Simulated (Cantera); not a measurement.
Moist CO burnout

An isothermal, constant-pressure homogeneous reactor starts with CO : O₂ : H₂O : N₂ = 0.0011 : 0.064 : 0.0049 : 1 (molar parts), at 1225 K and 760 Torr.

Computed with Cantera and GRI-Mech 3.0 (53 species, 325 reactions).

```csv
t (s),x CO,x O₂,x H₂O,x OH,x NO₂
9.00e-6,0.00103,0.0598,0.00458,2.20e-12,<1e-12
3.13e-5,0.00103,0.0598,0.00458,1.04e-11,<1e-12
0.000109,0.00103,0.0598,0.00458,6.82e-11,<1e-12
0.000380,0.00103,0.0598,0.00458,5.96e-10,<1e-12
0.00132,0.00103,0.0598,0.00458,7.27e-9,<1e-12
0.00461,0.00103,0.0598,0.00458,9.67e-7,<1e-12
0.0161,0.000474,0.0595,0.00456,2.68e-5,3.46e-11
0.0560,6.77e-5,0.0594,0.00458,1.15e-5,2.13e-10
0.195,5.33e-6,0.0593,0.00458,3.95e-6,2.36e-10
0.679,2.70e-7,0.0593,0.00458,1.38e-6,1.13e-10
2.37,3.47e-9,0.0593,0.00458,7.50e-7,8.22e-11
8.24,1.34e-10,0.0593,0.00458,6.57e-7,8.60e-11
28.7,1.31e-10,0.0593,0.00458,6.51e-7,8.72e-11
100,1.31e-10,0.0593,0.00458,6.51e-7,9.02e-11
```
x: mole fraction; the columns are a selection and need not sum to one.

Equilibrium at this temperature and pressure: CO 1.31e-10, O₂ 0.0593, H₂O 0.00458, OH 6.51e-7, NO₂ 1.10e-6 (gas phase only).
